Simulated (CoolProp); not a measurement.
Vapour-liquid equilibrium of C2F6 (R116) (1) + R134a (2) at 216.1 K; x and y are mole fractions of (1).

Values from CoolProp's multi-fluid Helmholtz-energy mixture model, Lemmon 2006 and Tillner-Roth 1994; pair parameters Bell 2016.

```csv
x,"bubble pressure, mixture model (MPa)","bubble pressure, Raoult's law (MPa)","y, mixture model","y, Raoult's law"
0.05,0.08025,0.03211,0.765,0.432
0.2,0.1849,0.07080,0.904,0.783
0.35,0.2211,0.1095,0.924,0.886
0.5,0.2318,0.1482,0.929,0.935
0.65,?,0.1869,0.934,0.964
0.8,0.2499,0.2255,0.946,0.983
0.95,?,0.2642,?,0.996
```

### Question
Some entries are withheld; supply them.

### Answer

- 0.65, bubble pressure, mixture model (MPa): 0.2384
- 0.95, bubble pressure, mixture model (MPa): 0.2693
- 0.95, y, mixture model: 0.979

The largest gap from Raoult's law is +161.2 % in bubble pressure, at x = 0.2. No azeotrope shows between x = 0.05 and 0.95.

Pair parameters are fitted to limited data, so mixtures are less certain than the pure fluids. With so large a gap from Raoult's law the liquid may split in two, which this calculation doesn't test in full.
